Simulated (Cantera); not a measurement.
A closed system holds: 1 mol SiH₂Cl₂, 0.64 mol C₂H₄, 16 mol H₂, equilibrated at 2623.15 K and 5.40 mbar.

Cantera's Mixture.equilibrate('TP', solver="vcs", rtol=1e-11, max_steps=5000) on the NASA tables stopped like this:

```
ERROR: FAILURE its = 5001!

*******************************************************************************
CanteraError thrown by MultiPhase::equilibrate:
VCS solver failed. Return code: -1
*******************************************************************************
```

Q: What got this run through?

A: This is not unique; one that fits is The failure is numerical, not chemical. The same input converged with solver="gibbs", rtol=1e-10, max_steps=50000, and the result passed a check of the equilibrium conditions:
```
T = 2623.15 K  P = 540 Pa  gas = 25.76 mol
   x: H2 4.779e-01  H 3.965e-01  HCL 4.874e-02  CL 2.828e-02  Si 2.751e-02  SiC2 9.990e-03  C2H2,acetylene 8.474e-03  C2H 6.470e-04  C3 5.699e-04  SiCL 4.255e-04  SiH 3.089e-04  Si2C 2.192e-04  C 1.546e-04
   condensed (mol): C(gr) 0.2299
```

The gas is ideal and each condensed phase is pure. The tables' values for SiCl are old estimates; treat these amounts as uncertain.
